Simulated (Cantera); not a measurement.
A closed system holds: 1 mol CH₂F₂, 0.071 mol H₂, equilibrated at 1.33 mbar.

Equilibrium computed with Cantera from the NASA thermochemical tables; the gas is ideal and each condensed phase is pure. Candidate condensed phases: C, C₆H₆, C₇H₈, C₈H₁₈; 95 gas species. Equilibrium is a limit: real reactors are often held back by kinetics, nucleation or transport. All values below are at 1723 K.

Base state: HF 0.965, H₂ 0.0338, H 0.000918 (mole fractions); condensed: C(graphite).

What changes in the equilibrium state with this change: H₂ from 0.071 to 0.13 mol?


| species | before | after |
|---|---|---|
| HF | 0.965 | 0.938 |
| H₂ | 0.0338 | 0.0604 |
| H | 0.000918 | 0.00123 |
| C(graphite), mol | 1.000 | 1.000 |
